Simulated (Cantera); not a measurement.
A closed system holds: 1 mol Fe, 1.9 mol SO₂, 58 mol CO, 3.5 mol NH₃, equilibrated at 1073 K.

Equilibrium computed with Cantera from the NASA thermochemical tables; the gas is ideal and each condensed phase is pure. Candidate condensed phases: C, C₆H₆, C₇H₈, C₈H₁₈, Fe, Fe(CO)₅, FeO, Fe(OH)₂, Fe(OH)₃, FeS, FeSO₄, FeS₂, Fe₂O₃, Fe₂(SO₄)₃, Fe₃O₄, H₂O, H₂SO₄, S; 154 gas species. FeS: taken at fixed stoichiometry. Gases not in the tables: S₃ to S₇. Kinetics and transport are ignored.

### Question
Which condensed phases are stable at each of these points (P (Pa)): 10, 61, 370, 2200, 13000, 82000, 500000, 3000000?

### Answer
| P (Pa) | condensed phases | Fe condensed (%) |
|---|---|---|
| 10 | FeS(s) | 100.0 |
| 61 | FeS(s) | 100.0 |
| 370 | FeS(s) | 100.0 |
| 2200 | FeS(s) | 100.0 |
| 13000 | FeS(s) | 100.0 |
| 82000 | C(graphite) + FeS(s) | 100.0 |
| 500000 | C(graphite) + FeS(s) | 100.0 |
| 3000000 | C(graphite) + FeS(s) | 100.0 |

From 10.0 Pa to 13000 Pa the condensed part is FeS(s). From 82000 Pa to 3000000 Pa the condensed part is C(graphite) + FeS(s).
